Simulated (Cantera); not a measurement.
## Abatement and gas-phase synthesis: PH₃ + H₂O

Input: 1 mol PH₃, a varied amount of H₂O, equilibrated at 802 °C and 0.970 bar.

Method: chemical equilibrium by Gibbs-energy minimisation in Cantera with the NASA 1993 tables (ideal gas, pure condensed phases). Candidate condensed phases: H₂O, P, P₄O₁₀; 17 gas species. Gases not in the tables: HPO₂, HPO₃ and P₄O₆. Rates play no part.

```tsv
n(H₂O) (mol)	log p H₂	log p H₂O	log p P₄	log p P₄O₁₀	log p P₂	log p PH₃
0.22	-0.13	-0.98	-0.93	-3.63	-2.02	-3.37
0.27	-0.14	-0.92	-0.94	-3.03	-2.03	-3.39
0.34	-0.14	-0.88	-0.97	-2.59	-2.04	-3.40
0.43	-0.15	-0.85	-0.99	-2.30	-2.06	-3.41
0.53	-0.15	-0.83	-1.03	-2.11	-2.07	-3.42
0.67	-0.15	-0.81	-1.07	-1.95	-2.09	-3.43
0.83	-0.15	-0.79	-1.13	-1.83	-2.12	-3.45
1	-0.15	-0.78	-1.18	-1.73	-2.15	-3.46
1.3	-0.15	-0.76	-1.28	-1.63	-2.20	-3.48
1.6	-0.15	-0.74	-1.38	-1.55	-2.25	-3.51
2	-0.15	-0.72	-1.53	-1.49	-2.32	-3.55
2.5	-0.15	-0.69	-1.74	-1.44	-2.43	-3.60
3.2	-0.16	-0.65	-2.14	-1.39	-2.63	-3.71
```
log p: log10 of the partial pressure in bar; nothing condenses.

From 0.22 mol H₂O to 3.2 mol H₂O nothing is condensed.
